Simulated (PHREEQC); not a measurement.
0.051 g of hydrous ferric oxide (600 m²/g; 0.2 weak and 0.005 strong sites per Fe, Dzombak-Morel constants, diffuse double layer) in 1 kg of water with 0.05 mol/kgw of an inert sodium salt and 6.8e-07 mol MnCl2, at 25 °C; the pH is set by adding NaOH or the inert anion's acid. No oxygen is let in. CO2 from the air is kept out. No solid was allowed to form.

The series has 13 steps of pH, from 3 to 9.

Equilibrium calculation in PHREEQC: ion-association model, wateq4f.dat.

Near which pH is half of the Mn sorbed, and on which side is more sorbed?

Near pH 7.2, with more sorbed at higher pH.

Complexes and solids missing from the database can't appear. The oxide is taken as insoluble; below pH 4 it would dissolve.
